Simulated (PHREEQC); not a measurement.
Dissolve 120 mmol/kgw CuSO4, 55 mmol/kgw MgSO4 and 0.96 mmol/kgw Na2SO4 at 4.6 °C. It is in equilibrium with CO2 at log p = -1 (atm). Otherwise closed; pH follows from the charge balance.

Model: ion-association model, wateq4f.dat, run in PHREEQC.

Each row changes one thing in this solution. Precipitation was switched off in this run.

```tsv
case	pH	ionic strength (mol/kgw)	SO4-2 (mol/kgw)	Mg+2 (mol/kgw)	MgSO4 (mol/kgw)	Na+ (mol/kgw)	SI of Epsomite (MgSO4:7H2O)	SI of Mirabilite (Na2SO4:10H2O)
as made	4.05	0.360	0.0902	0.0297	0.0253	0.00175	-1.41	-5.34
CuSO4 left out	4.44	0.140	0.0352	0.0344	0.0206	0.00182	-1.51	-5.50
0.057 mol/kgw NaOH added	6.24	0.393	0.104	0.0282	0.0263	0.0531	-1.39	-2.33
CuSO4 replaced by CdSO4 at the same molality	4.39	0.332	0.0551	0.0356	0.0194	0.00181	-1.52	-5.50
diluted 100-fold with water	4.30	0.00623	0.00155	0.000495	5.45e-5	1.91e-5	-4.10	-10.32
CuSO4 replaced by ZnSO4 at the same molality	4.26	0.350	0.0639	0.0341	0.0209	0.00180	-1.49	-5.46
```

Some of these states are supersaturated (in Malachite, Cu(OH)2, for instance). Constants without temperature data keep their 25 °C values here.
